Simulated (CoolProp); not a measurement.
Vapour-liquid equilibrium of n-hexane (1) + ethylbenzene (2) at 362.8 K; x and y are mole fractions of (1).

Computed with CoolProp (multi-fluid Helmholtz-energy mixture model, Thol 2019 and Zhou 2012; pair parameters Bell 2016).

```json
[
 {"x": "0.05", "bubble pressure, mixture model (bar)": "0.3520", "bubble pressure, Raoult's law (bar)": "0.3212", "y, mixture model": "0.348", "y, Raoult's law": "0.291"},
 {"x": "0.125", "bubble pressure, mixture model (bar)": "0.5073", "bubble pressure, Raoult's law (bar)": "0.4437", "y, mixture model": "0.577", "y, Raoult's law": "0.527"},
 {"x": "0.2", "bubble pressure, mixture model (bar)": "0.6494", "bubble pressure, Raoult's law (bar)": "0.5661", "y, mixture model": "0.692", "y, Raoult's law": "0.661"},
 {"x": "0.275", "bubble pressure, mixture model (bar)": "0.7807", "bubble pressure, Raoult's law (bar)": "0.6885", "y, mixture model": "0.763", "y, Raoult's law": "0.748"},
 {"x": "0.35", "bubble pressure, mixture model (bar)": "0.9035", "bubble pressure, Raoult's law (bar)": "0.8110", "y, mixture model": "0.812", "y, Raoult's law": "0.808"},
 {"x": "0.425", "bubble pressure, mixture model (bar)": "1.020", "bubble pressure, Raoult's law (bar)": "0.9334", "y, mixture model": "0.848", "y, Raoult's law": "0.852"},
 {"x": "0.5", "bubble pressure, mixture model (bar)": "1.132", "bubble pressure, Raoult's law (bar)": "1.056", "y, mixture model": "0.877", "y, Raoult's law": "0.887"},
 {"x": "0.575", "bubble pressure, mixture model (bar)": "1.241", "bubble pressure, Raoult's law (bar)": "1.178", "y, mixture model": "0.901", "y, Raoult's law": "0.914"},
 {"x": "0.65", "bubble pressure, mixture model (bar)": "1.348", "bubble pressure, Raoult's law (bar)": "1.301", "y, mixture model": "0.922", "y, Raoult's law": "0.936"},
 {"x": "0.725", "bubble pressure, mixture model (bar)": "1.456", "bubble pressure, Raoult's law (bar)": "1.423", "y, mixture model": "0.941", "y, Raoult's law": "0.954"},
 {"x": "0.8", "bubble pressure, mixture model (bar)": "1.565", "bubble pressure, Raoult's law (bar)": "1.546", "y, mixture model": "0.958", "y, Raoult's law": "0.969"},
 {"x": "0.875", "bubble pressure, mixture model (bar)": "1.676", "bubble pressure, Raoult's law (bar)": "1.668", "y, mixture model": "0.974", "y, Raoult's law": "0.982"},
 {"x": "0.95", "bubble pressure, mixture model (bar)": "1.792", "bubble pressure, Raoult's law (bar)": "1.790", "y, mixture model": "0.990", "y, Raoult's law": "0.993"}
]
```

The largest gap from Raoult's law is +14.7 % in bubble pressure, at x = 0.2. No azeotrope shows between x = 0.05 and 0.95.

The pair parameters rest on a limited set of measurements; away from them the model extrapolates.
